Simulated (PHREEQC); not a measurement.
Na2SO4 is added in steps, without added water, to 1 kg of water holding 0.026 mol HF, 0.064 mol NaF and 1.2e-06 mol H4SiO4, at 25 °C. Oxygen is held at 0.21 atm. No CO2 enters from the air. Only these solids could form: Chalcedony.

Base run: PHREEQC, ion-association model, phreeqc.dat. Each further column changes one thing. The table gives pH.

```tsv
Na2SO4 added (mol)	base	all activity coefficients set to 1	Davies equation for every ion	Debye-Hückel limiting law
0	3.52	3.61	3.52	3.50
0.0135	3.49	3.61	3.51	3.47
0.0315	3.47	3.61	3.49	3.43
0.045	3.46	3.61	3.49	3.41
0.0585	3.45	3.61	3.48	3.39
0.0765	3.44	3.61	3.47	3.37
0.09	3.43	3.61	3.47	3.35
```

SiF6-2 is the database's only silicon fluoride.
